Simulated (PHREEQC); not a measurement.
1.2 g of hydrous ferric oxide (600 m²/g; 0.2 weak and 0.005 strong sites per Fe, Dzombak-Morel constants, diffuse double layer) in 1 kg of water with 0.005 mol/kgw of an inert sodium salt and 0.00014 mol/kgw MnCl2 and 0.0056 mol/kgw NiCl2, at 25 °C; the pH is set by adding NaOH or the inert anion's acid. The system is closed to oxygen. No CO2 enters from the air. No solid was allowed to form.

Base run: PHREEQC, ion-association model, wateq4f.dat. Each further column changes one thing. The table gives Ni sorbed (%).

```
pH     base  no electrostatic term (-no_edl)  background salt from 0.005 to 0.0005 mol/kgw  oxide from 1.2 to 6 g/kgw  0.00039 mol/kgw Na2SO4 added
-----  ----  -------------------------------  --------------------------------------------  -------------------------  ----------------------------
3       0.0                              0.0                                           0.0                        0.0                           0.0
3.67    0.0                              0.0                                           0.0                        0.0                           0.0
4.33    0.1                              [?]                                           0.1                        0.6                           0.1
5       0.8                              1.2                                           0.8                        4.0                           0.9
5.67    2.4                              [?]                                           2.4                       11.5                           3.0
6.33    9.9                             30.0                                           9.8                       40.2                          13.2
7.67   26.6                             48.8                                          26.2                       95.0                           [?]
8.33   28.4                             49.1                                           [?]                       99.4                          29.5
9      28.7                             49.1                                           [?]                      100.0                          29.1
9.67   27.7                             48.8                                          27.3                      100.0                           [?]
10.33  25.2                             47.2                                          24.9                      100.0                          25.2
11     22.8                              [?]                                          22.8                      100.0                          22.8
```

Question: Fill in the missing entries.

Answer: 
- 4.33, no electrostatic term (-no_edl): 0.2
- 5.67, no electrostatic term (-no_edl): 5.6
- 7.67, 0.00039 mol/kgw Na2SO4 added: 28.5
- 8.33, background salt from 0.005 to 0.0005 mol/kgw: 28.0
- 9, background salt from 0.005 to 0.0005 mol/kgw: 28.3
- 9.67, 0.00039 mol/kgw Na2SO4 added: 27.9
- 11, no electrostatic term (-no_edl): 38.3

In at least one series the solution becomes supersaturated in solids that the run did not let form, among them Pyrochroite, Ni(OH)2. The oxide is taken as insoluble; below pH 4 it would dissolve.
